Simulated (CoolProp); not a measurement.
Vapour pressure (MPa) of neopentane: the reference equation beside estimates from Tc = 433.7 K, pc = 3.196 MPa, ω = 0.196. Clausius-Clapeyron is anchored at 302.1 K with a constant enthalpy of vaporisation of 21.65 kJ/mol.

The numbers come from the reference Helmholtz-energy equation of state, Lemmon 2006 in CoolProp. It is a short technical equation, of lower accuracy than the large ones.

```json
[
 {"T (K)": "276.4", "reference": "0.08038", "Lee-Kesler": "0.07996", "Clausius-Clapeyron": "0.08711", "van der Waals": "0.3898", "Redlich-Kwong": "0.1199", "Soave-Redlich-Kwong": "0.08014"},
 {"T (K)": "289.2", "reference": "0.1275", "Lee-Kesler": "0.1272", "Clausius-Clapeyron": "0.1322", "van der Waals": "0.4976", "Redlich-Kwong": "0.1828", "Soave-Redlich-Kwong": "0.1273"},
 {"T (K)": "302.1", "reference": "0.1942", "Lee-Kesler": "0.1942", "Clausius-Clapeyron": "0.1942", "van der Waals": "0.6245", "Redlich-Kwong": "0.2679", "Soave-Redlich-Kwong": "0.1941"},
 {"T (K)": "314.9", "reference": "0.2836", "Lee-Kesler": "0.2840", "Clausius-Clapeyron": "0.2757", "van der Waals": "0.7698", "Redlich-Kwong": "0.3775", "Soave-Redlich-Kwong": "0.2840"},
 {"T (K)": "327.8", "reference": "0.4021", "Lee-Kesler": "0.4029", "Clausius-Clapeyron": "0.3817", "van der Waals": "0.9368", "Redlich-Kwong": "0.5169", "Soave-Redlich-Kwong": "0.4035"},
 {"T (K)": "340.6", "reference": "0.5525", "Lee-Kesler": "0.5536", "Clausius-Clapeyron": "0.5145", "van der Waals": "1.124", "Redlich-Kwong": "0.6877", "Soave-Redlich-Kwong": "0.5558"},
 {"T (K)": "353.4", "reference": "0.7409", "Lee-Kesler": "0.7420", "Clausius-Clapeyron": "0.6787", "van der Waals": "1.333", "Redlich-Kwong": "0.8941", "Soave-Redlich-Kwong": "0.7471"},
 {"T (K)": "366.3", "reference": "0.9747", "Lee-Kesler": "0.9754", "Clausius-Clapeyron": "0.8798", "van der Waals": "1.567", "Redlich-Kwong": "1.141", "Soave-Redlich-Kwong": "0.9848"}
]
```

Absolute difference from the reference over all 8 rows, mean and median: Lee-Kesler 0.2 and 0.2 %, Clausius-Clapeyron 5.6 and 6.0 %, van der Waals 180.7 and 152.2 %, Redlich-Kwong 31.8 and 30.8 %, Soave-Redlich-Kwong 0.4 and 0.3 %.
